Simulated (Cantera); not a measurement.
What does this Cantera script print?

```python
import numpy as np
import cantera as ct

gas_names = """
    C CN C2 CCN CNC C2N2 C3 C4 C4N2 C5 N N2 Si SiC SiC2 SiN Si2 Si2C Si2N Si3
""".split()
cond_names = """
    C(gr) Si(cr) Si(L) SiC(b) Si3N4(a)
""".split()


def load(file, names, dense=False):
    # The tables refer to 1 bar. Condensed volumes are neglected.
    table = {s.name: s for s in ct.Species.list_from_file(file)}
    out = []
    for n in names:
        d = dict(table[n].input_data)
        d["thermo"] = dict(d["thermo"], **{"reference-pressure": 1e5})
        if dense:
            d["equation-of-state"] = {"model": "constant-volume", "density": "1e6 g/cm^3"}
        out.append(ct.Species.from_dict(d))
    return out


gas = ct.Solution(thermo="ideal-gas", species=load("nasa_gas.yaml", gas_names))
cond = {s.name: ct.Solution(thermo="fixed-stoichiometry", species=[s], name=s.name)
        for s in load("nasa_condensed.yaml", cond_names, dense=True)}
atoms = {
    'SiC': {'Si': 1, 'C': 1},
    'C': {'C': 1},
    'N2': {'N': 2},
}
top_T = {'C(gr)': 4500, 'SiC(b)': 3050, 'Si3N4(a)': 2400}  # K; cautious upper limits of use, not melting points


def equilibrate(T, P, feed):
    n = {}
    for name, mol in feed.items():
        for a, k in atoms[name].items():
            n[a] = n.get(a, 0.0) + k * mol
    gas.TPX = T, P, n
    mass = sum(n.values()) * gas.mean_molecular_weight
    gas.equilibrate("TP")
    valid = [c for c in cond.values() if c.min_temp <= T <= top_T.get(c.name, c.max_temp)]
    mix = ct.Mixture([(gas, mass / gas.mean_molecular_weight)] + [(c, 0.0) for c in valid])
    mix.T, mix.P = T, P
    mix.equilibrate("TP", solver="vcs", rtol=1e-11, max_steps=5000)
    return mix


results = []
feed = {'SiC': 1, 'C': 0.0077, 'N2': 0.16}  # mol
T = 2373  # K
P = 180  # Pa
mix = equilibrate(T, P, feed)
results.append((T, P, feed, dict(zip(mix.species_names, mix.species_moles))))
x = sorted(zip(gas.X, gas.species_names), reverse=True)
print(f"T = {T:g} K  P = {P:g} Pa  gas = {mix.phase_moles(0):.4g} mol")
print("   x: " + "  ".join(f"{s} {v:.3e}" for v, s in x if v > 0.0001))
print("   condensed (mol): " + ("  ".join(f"{mix.phase(i).name} {mix.phase_moles(i):.4g}"
      for i in range(1, mix.n_phases) if mix.phase_moles(i) > 1e-12) or "none"))
```

Output:

```
T = 2373 K  P = 180 Pa  gas = 0.2046 mol
   x: N2 7.812e-01  Si 1.694e-01  SiC2 2.983e-02  Si2C 1.713e-02  SiN 7.831e-04  CN 7.061e-04  Si2 6.481e-04  Si2N 1.326e-04
   condensed (mol): C(gr) 0.04007  SiC(b) 0.9517
```

Method: chemical equilibrium by Gibbs-energy minimisation in Cantera with the NASA 1993 tables (ideal gas, pure condensed phases). The tables' values for SiN are old estimates; treat these amounts as uncertain.
